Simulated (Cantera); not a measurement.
Cantera run:

```python
import numpy as np
import cantera as ct

gas_names = [...]  # 92 gases of nasa_gas.yaml made of C, H, N
cond_names = """
    C(gr) C6H6(L) C7H8(L) C8H18(L),n-octa
""".split()


# ... load() reads the species with a 1 bar reference pressure and builds the phases ...
atoms = {
    'C2H4': {'C': 2, 'H': 4},
    'H2': {'H': 2},
    'N2': {'N': 2},
}
top_T = {'C(gr)': 4500}  # K; cautious upper limits of use, not melting points


# ... equilibrate(T, P, feed) seeds the gas with the atoms and calls Mixture.equilibrate('TP', solver="vcs", rtol=1e-11, max_steps=5000) ...
results = []
feed = {'C2H4': 1, 'H2': 84, 'N2': 0.24}  # mol
P = 1000  # Pa
for T in [1998, 2073, 2148, 2223, 2298, 2373, 2448, 2523, 2598, 2673, 2748, 2823, 2898, 2973]:
    mix = equilibrate(T, P, feed)
    results.append((T, P, feed, dict(zip(mix.species_names, mix.species_moles))))

top = {s: max(r[3][s] / sum(r[3][g] for g in gas_names) for r in results) for s in gas_names}
cols = sorted((s for s in top if top[s] > 0.0001), key=lambda s: -top[s])[:9]
seen = [c for c in cond_names if any(r[3].get(c, 0) > 1e-12 for r in results)]
print("log10 of partial pressures in bar; condensed amounts in mol")
print(f"{'T/K':>10s}" + "".join(f"{s[:9]:>10s}" for s in cols + seen))
for T, P, feed, n in results:
    ng = sum(n[g] for g in gas_names)
    print(f"{T:10.4g}" + "".join(f"{np.log10(max(n[s] / ng * P / 1e5, 1e-99)):10.3f}" for s in cols)
          + "".join(f"{n.get(c, 0):10.4g}" for c in seen))
```

Result:

```
log10 of partial pressures in bar; condensed amounts in mol
       T/K        H2         H C2H2,acet        N2       HCN         C        C3       C2H        C2     C(gr)
      1998    -2.009    -3.799    -5.129    -4.622    -5.150   -10.535   -10.579    -8.650   -11.652     1.805
      2073    -2.013    -3.587    -4.925    -4.646    -5.040    -9.858    -9.804    -8.122   -10.872     1.707
      2148    -2.020    -3.390    -4.738    -4.675    -4.944    -9.228    -9.086    -7.633   -10.148     1.569
      2223    -2.031    -3.209    -4.568    -4.711    -4.859    -8.640    -8.417    -7.179    -9.474     1.382
      2298    -2.045    -3.041    -4.414    -4.753    -4.788    -8.092    -7.793    -6.757    -8.844     1.135
      2373    -2.065    -2.887    -4.276    -4.804    -4.730    -7.578    -7.209    -6.366    -8.255    0.8162
      2448    -2.092    -2.747    -4.155    -4.862    -4.684    -7.096    -6.663    -6.003    -7.702    0.4157
      2523    -2.127    -2.619    -4.069    -4.922    -4.658    -6.652    -6.177    -5.685    -7.202         0
      2598    -2.171    -2.505    -4.102    -4.949    -4.677    -6.285    -5.875    -5.494    -6.833         0
      2673    -2.226    -2.403    -4.150    -4.978    -4.703    -5.940    -5.593    -5.322    -6.487         0
      2748    -2.296    -2.316    -4.219    -5.004    -4.740    -5.618    -5.339    -5.177    -6.169         0
      2823    -2.380    -2.242    -4.320    -5.025    -4.791    -5.321    -5.124    -5.065    -5.884         0
      2898    -2.478    -2.182    -4.464    -5.037    -4.859    -5.055    -4.964    -4.998    -5.643         0
      2973    -2.592    -2.134    -4.656    -5.039    -4.947    -4.820    -4.868    -4.980    -5.451         0
```

Cantera equilibrium calculation (NASA polynomials, part measured and part estimated; ideal gas, pure solids and liquids).
